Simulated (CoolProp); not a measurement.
Vapour pressure (MPa) of 1,2-dichloroethane: the reference equation beside estimates from Tc = 288.4 °C, pc = 5.226 MPa, ω = 0.269. Clausius-Clapeyron is anchored at 171.05 °C with a constant enthalpy of vaporisation of 26.29 kJ/mol.

Values from CoolProp's reference Helmholtz-energy equation of state, Thol 2015.

| T (°C) | reference | Clausius-Clapeyron | Peng-Robinson |
|---|---|---|---|
| 98.45 | 0.1585 | 0.2143 | 0.1576 |
| 122.65 | 0.3011 | 0.3605 | 0.3000 |
| 146.85 | 0.5264 | 0.5712 | 0.5265 |
| 171.05 | 0.8607 | 0.8607 | 0.8650 |
| 195.25 | 1.334 | 1.243 | 1.347 |
| 219.45 | 1.978 | 1.732 | 2.007 |

Absolute difference from the reference over all 6 rows, mean and median: Clausius-Clapeyron 13.8 and 10.5 %, Peng-Robinson 0.6 and 0.5 %.
